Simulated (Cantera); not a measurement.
Feed: 1 mol SiCl4, 0.26 mol N2, 29 mol H2, at 873 K and 5.50 mbar.

Equilibrium computed with Cantera from the NASA thermochemical tables; the gas is ideal and each condensed phase is pure. Candidate condensed phases: NH4Cl, Si, Si3N4; 28 gas species. N2 is the only nitrogen source here; it is nearly inert below about 1500 K, so the nitride shown seldom forms there in practice. The tables' values for SiCl3 are old estimates; treat these amounts as uncertain. Rates play no part.

Base state: H2 0.928, HCl 0.0521, SiCl4 0.0193, SiHCl3 0.000736, SiCl3 2.75e-5 (mole fractions); condensed: Si3N4(s).

### Question
What changes in the equilibrium state with this change: temperature from 873 K to 1400 K?

### Answer
```
species         before    after
-------------  -------  -------
H2               0.928    0.892
HCl             0.0521   0.0848
SiCl2          2.31e-6   0.0207
SiCl4           0.0193  9.65e-5
H                <1e-9  6.20e-5
N2             2.78e-7  0.00128
Si3N4(s), mol    0.130    0.110
```
